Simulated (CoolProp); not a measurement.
Properties of toluene at several states (Tc = 591.7 K, pc = 41.26 bar, ω = 0.266).

Values from CoolProp's reference Helmholtz-energy equation of state, Lemmon 2006. It is a short technical equation, of lower accuracy than the large ones.

```csv
T (K),p (bar),phase,density (kg/m³),speed of sound (m/s),expansivity (1/kK),fugacity coefficient
536.9,11.7,gas,28.87,190.8,3.359,0.8586
200.3,0.516,liquid,953.3,1767,1.000,2.190e-5
591.6,4.59,gas,8.974,227.1,1.945,0.9594
270.6,34.2,liquid,890.0,1439,1.024,0.0002628
```
